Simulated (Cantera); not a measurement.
## V + H2O (tantalum, niobium, vanadium and zirconium in process gases)

A closed system holds: 1 mol V, 5.5 mol H2O, held at 1.10 Pa.

Method: chemical equilibrium by Gibbs-energy minimisation in Cantera with the NASA 1993 tables (ideal gas, pure condensed phases). Candidate condensed phases: H2O, V, VO, V2O3, V2O4, V2O5; 12 gas species. Condensed phases not in the tables: the oxides between V2O3 and V2O5 other than VO2. Kinetics and transport are ignored.

From 1275 °C to 1425 °C the condensed part is V2O3(s). From 1475 °C to 1725 °C nothing is condensed. The main V-bearing gas is VO2 throughout.

| T (°C) | log p H2O | log p H2 | log p H | log p VO2 | log p OH | log p O | log p O2 | n V2O3(s) |
|---|---|---|---|---|---|---|---|---|
| 1275 | -5.10 | -5.53 | -7.27 | -7.47 | -8.33 | -10.14 | -10.05 | 0.491 |
| 1325 | -5.11 | -5.53 | -7.04 | -6.97 | -8.03 | -9.62 | -9.54 | 0.473 |
| 1375 | -5.12 | -5.53 | -6.81 | -6.51 | -7.76 | -9.13 | -9.07 | 0.420 |
| 1425 | -5.16 | -5.52 | -6.60 | -6.10 | -7.53 | -8.71 | -8.70 | 0.281 |
| 1475 | -5.24 | -5.50 | -6.39 | -5.78 | -7.36 | -8.36 | -8.45 | 0 |
| 1525 | -5.25 | -5.52 | -6.21 | -5.79 | -7.13 | -7.93 | -8.02 | 0 |
| 1575 | -5.27 | -5.54 | -6.04 | -5.80 | -6.91 | -7.53 | -7.62 | 0 |
| 1625 | -5.29 | -5.56 | -5.89 | -5.81 | -6.71 | -7.16 | -7.25 | 0 |
| 1675 | -5.34 | -5.59 | -5.74 | -5.83 | -6.54 | -6.82 | -6.94 | 0 |
| 1725 | -5.42 | -5.62 | -5.60 | -5.86 | -6.41 | -6.53 | -6.70 | 0 |
log p: log10 of the partial pressure in bar; n: condensed amount in mol.
